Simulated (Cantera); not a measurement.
Charge: 1 mol H2O, 0.023 mol O2, equilibrated at 2925 K and 13300 Pa.

Cantera equilibrium calculation (NASA polynomials, part measured and part estimated; ideal gas, pure solids and liquids). Candidate condensed phases: H2O; 9 gas species. Equilibrium is a limit: real reactors are often held back by kinetics, nucleation or transport.

Base state: H2O 0.449, H2 0.161, H 0.137, OH 0.120, O2 0.0701, O 0.0631, HO2 2.08e-5 (mole fractions); condensed: gas only.

What changes in the equilibrium state with this change: H2O replaced by HCl?


| species | before | after |
|---|---|---|
| HCl | 0 | 0.434 |
| Cl | 0 | 0.336 |
| H | 0.137 | 0.103 |
| H2O | 0.449 | 0.0215 |
| O2 | 0.0701 | 0.000498 |
| OH | 0.120 | 0.00761 |
| O | 0.0631 | 0.00532 |
| H2 | 0.161 | 0.0913 |
| Cl2 | 0 | 0.000214 |
| ClO | 0 | 2.53e-5 |
| HO2 | 2.08e-5 | 1.11e-7 |

What changes in the equilibrium state with this change: temperature from 2925 K to 1498.15 K?


```tsv
species	before	after
H2O	0.449	0.977
O2	0.0701	0.0224
OH	0.120	0.000228
H2	0.161	3.30e-5
H	0.137	2.71e-7
O	0.0631	1.62e-6
HO2	2.08e-5	6.78e-8
```
